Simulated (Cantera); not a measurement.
Input (Python, Cantera) and output of one run.

```python
import numpy as np
import cantera as ct

gas_names = [...]  # 110 gases of nasa_gas.yaml made of C, H, O
cond_names = """
    C(gr) C6H6(L) C7H8(L) C8H18(L),n-octa H2O(s) H2O(L)
""".split()


# ... load() reads the species with a 1 bar reference pressure and builds the phases ...
atoms = {
    'n-butane': {'C': 4, 'H': 10},
    'H2O': {'H': 2, 'O': 1},
}
top_T = {'C(gr)': 4500}  # K; cautious upper limits of use, not melting points


# ... equilibrate(T, P, feed) seeds the gas with the atoms and calls Mixture.equilibrate('TP', solver="vcs", rtol=1e-11, max_steps=5000) ...
results = []
T = 2600  # K
P = 1333.22  # Pa
for m in [0.14, 0.2, 0.29, 0.41, 0.58, 0.83, 1.2, 1.7, 2.4, 3.4, 4.8]:
    feed = {'n-butane': 1, 'H2O': m}  # mol
    mix = equilibrate(T, P, feed)
    results.append((T, P, feed, dict(zip(mix.species_names, mix.species_moles))))

top = {s: max(r[3][s] / sum(r[3][g] for g in gas_names) for r in results) for s in gas_names}
cols = sorted((s for s in top if top[s] > 0.001), key=lambda s: -top[s])[:9]
seen = [c for c in cond_names if any(r[3].get(c, 0) > 1e-12 for r in results)]
print("log10 of partial pressures in bar; condensed amounts in mol")
print(f"{'n(H2O)':>10s}" + "".join(f"{s[:9]:>10s}" for s in cols + seen))
for T, P, feed, n in results:
    ng = sum(n[g] for g in gas_names)
    print(f"{feed['H2O']:10.4g}" + "".join(f"{np.log10(max(n[s] / ng * P / 1e5, 1e-99)):10.3f}" for s in cols)
          + "".join(f"{n.get(c, 0):10.4g}" for c in seen))
```

Result:

```
log10 of partial pressures in bar; condensed amounts in mol
    n(H2O)        H2         H        CO       H2O C2H2,acet        OH       CO2         O     C(gr)
      0.14    -2.037    -2.434    -3.516   -10.270    -3.827   -11.304   -12.561   -11.890     3.712
       0.2    -2.041    -2.437    -3.371   -10.130    -3.831   -11.161   -12.270   -11.745     3.651
      0.29    -2.048    -2.440    -3.223    -9.989    -3.838   -11.016   -11.975   -11.597     3.558
      0.41    -2.057    -2.444    -3.090    -9.865    -3.847   -10.888   -11.709   -11.464     3.435
      0.58    -2.068    -2.450    -2.963    -9.749    -3.858   -10.767   -11.455   -11.337      3.26
      0.83    -2.083    -2.457    -2.841    -9.641    -3.873   -10.651   -11.210   -11.214     3.003
       1.2    -2.102    -2.467    -2.725    -9.545    -3.892   -10.545   -10.978   -11.099     2.623
       1.7    -2.124    -2.478    -2.627    -9.469    -3.914   -10.458   -10.782   -11.001     2.109
       2.4    -2.148    -2.490    -2.542    -9.408    -3.938   -10.386   -10.613   -10.916      1.39
       3.4    -2.175    -2.503    -2.470    -9.362    -3.965   -10.326   -10.469   -10.844    0.3622
       4.8    -2.204    -2.518    -2.473    -3.257   -16.269    -4.207    -4.337    -4.710         0
```

These are equilibrium values from Cantera (NASA tables, ideal gas, pure condensed phases), not measurements of a reactor.
